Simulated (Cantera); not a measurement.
# SiCl4 + C2H2 + H2 (silicon carbide growth)

Charge: 1 mol SiCl4, 0.099 mol C2H2, 1400 mol H2, held at 0.00340 bar.

Cantera equilibrium calculation (NASA polynomials, part measured and part estimated; ideal gas, pure solids and liquids). Candidate condensed phases: C, C6H6, C7H8, C8H18, Si, SiC; 109 gas species. Equilibrium is a limit: real reactors are often held back by kinetics, nucleation or transport.

```tsv
T (°C)	x H2	x H	x HCl	x Si	x Cl	x C2H2 (acetylene)	x SiH	x Si2C	n SiC(s)
1652	0.980	0.0162	0.00278	0.000617	3.47e-5	5.22e-5	2.90e-5	1.22e-5	0.0262
1702	0.973	0.0232	0.00276	0.000649	4.91e-5	6.35e-5	2.69e-5	6.94e-6	0
1752	0.964	0.0324	0.00273	0.000659	6.82e-5	6.50e-5	2.42e-5	3.51e-6	0
1802	0.952	0.0446	0.00269	0.000663	9.30e-5	6.56e-5	2.16e-5	1.79e-6	0
1852	0.936	0.0603	0.00264	0.000663	0.000125	6.56e-5	1.93e-5	9.35e-7	0
1902	0.916	0.0801	0.00257	0.000661	0.000164	6.52e-5	1.71e-5	4.97e-7	0
1952	0.892	0.105	0.00249	0.000655	0.000212	6.44e-5	1.52e-5	2.70e-7	0
2002	0.861	0.135	0.00239	0.000647	0.000270	6.33e-5	1.35e-5	1.49e-7	0
2052	0.825	0.171	0.00227	0.000636	0.000338	6.19e-5	1.18e-5	8.38e-8	0
2102	0.783	0.214	0.00213	0.000623	0.000416	5.99e-5	1.04e-5	4.79e-8	0
2152	0.734	0.263	0.00197	0.000608	0.000503	5.75e-5	9.02e-6	2.77e-8	0
2202	0.679	0.318	0.00180	0.000589	0.000597	5.43e-5	7.78e-6	1.62e-8	0
```
x: gas mole fraction; n: condensed amount in mol.

At 1652 °C the condensed part is SiC(s). From 1702 °C to 2202 °C nothing is condensed. The main Si-bearing gas is Si throughout.
